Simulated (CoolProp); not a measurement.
Vapour pressure (MPa) of oxygen: the reference equation beside estimates from Tc = 154.6 K, pc = 5.046 MPa, ω = 0.022.

Model: reference Helmholtz-energy equation of state, Schmidt 1985, in CoolProp.

```tsv
T (K)	reference	van der Waals	Soave-Redlich-Kwong	Peng-Robinson
96.7	0.1906	0.5551	0.1881	0.1922
101.8	0.2946	(withheld)	0.2926	0.2964
107	0.4393	0.9545	0.4385	0.4414
112.1	0.6263	1.208	0.6281	0.6290
117.3	(withheld)	1.507	0.8767	(withheld)
122.4	1.172	1.843	(withheld)	(withheld)
127.6	(withheld)	2.231	1.567	1.557
132.7	1.996	2.658	2.022	2.008
137.8	2.529	(withheld)	2.562	(withheld)
```

Task: Complete the blanks.

Result: 
- 101.8, van der Waals: 0.7350
- 117.3, reference: 0.8711
- 117.3, Peng-Robinson: 0.8747
- 122.4, Soave-Redlich-Kwong: 1.183
- 122.4, Peng-Robinson: 1.177
- 127.6, reference: 1.549
- 137.8, van der Waals: 3.132
- 137.8, Peng-Robinson: 2.545

Absolute difference from the reference over all 9 rows, mean and median: van der Waals 86.9 and 73.0 %, Soave-Redlich-Kwong 0.9 and 0.9 %, Peng-Robinson 0.5 and 0.5 %.
